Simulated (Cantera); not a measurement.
A perfectly stirred reactor is fed with 0.411 % CH4, 4.01 % O2, 95.6 % N2, at 1500 Torr; it is held at 1175 K, and followed from long to short residence time.

Computed with Cantera and GRI-Mech 3.0 (53 species, 325 reactions).

x: mole fraction; the columns are a selection and need not sum to one.

```csv
τ (s),x CH4,x O2,x H,x CH3,x CH2O,x NO,x N2O
5.2,9.34e-6,0.0320,1.10e-8,2.81e-7,6.41e-7,5.29e-8,7.39e-7
1.9,1.91e-5,0.0320,2.97e-8,5.04e-7,1.38e-6,4.58e-8,8.54e-7
0.71,3.75e-5,0.0321,7.71e-8,8.69e-7,2.80e-6,3.05e-8,7.74e-7
0.26,___,0.0323,___,___,___,___,___
0.098,0.000139,0.0327,4.66e-7,2.69e-6,1.05e-5,6.89e-9,3.62e-7
0.036,0.000280,0.0333,1.04e-6,5.01e-6,2.07e-5,2.63e-9,1.91e-7
0.013,0.000623,0.0344,2.01e-6,9.86e-6,4.42e-5,9.57e-10,7.81e-8
0.0050,___,0.0364,___,___,___,2.50e-10,___
```

Complete the blanks.


- 0.26, x CH4: 7.28e-5
- 0.26, x H: 1.97e-7
- 0.26, x CH3: 1.52e-6
- 0.26, x CH2O: 5.52e-6
- 0.26, x NO: 1.58e-8
- 0.26, x N2O: 5.72e-7
- 0.0050, x CH4: 0.00152
- 0.0050, x H: 2.57e-6
- 0.0050, x CH3: 1.80e-5
- 0.0050, x CH2O: 9.73e-5
- 0.0050, x N2O: 2.21e-8
